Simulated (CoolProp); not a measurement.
Model: reference Helmholtz-energy equation of state, Thol 2019, in CoolProp.

Q: Give the vapour pressure (MPa), enthalpy of vaporisation (kJ/kg), surface tension (mN/m), liquid conductivity (mW/(m K)) of saturated n-hexane at 279.3 K.

A: 
```json
[
 {"T (K)": "279.3", "p (MPa)": "0.00832", "enthalpy of vaporisation (kJ/kg)": "379", "surface tension (mN/m)": "19.9", "liquid conductivity (mW/(m K))": "126"}
]
```

Thermal conductivity comes from a separate model (Assael 2013). Surface tension comes from a separate correlation (Mulero 2012).
